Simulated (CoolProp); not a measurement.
Computed with CoolProp (reference Helmholtz-energy equation of state, Thol 2019).

Problem. Give the vapour pressure (bar), vapour density (kg/m³), surface tension (mN/m), vapour viscosity (µPa s) of saturated n-pentane at 85.25, 89.55, 93.75 °C.

Solution. 
| T (°C) | p (bar) | vapour density (kg/m³) | surface tension (mN/m) | vapour viscosity (µPa s) |
|---|---|---|---|---|
| 85.25 | 4.20 | 11.5 | 9.04 | 7.76 |
| 89.55 | 4.66 | 12.8 | 8.60 | 7.82 |
| 93.75 | 5.14 | 14.1 | 8.18 | 7.89 |

Viscosity comes from a separate model (Quiñones-Cisneros 2006), older than the equation that it now runs on, and unchecked against measurements. Surface tension comes from a separate correlation (Mulero 2012).
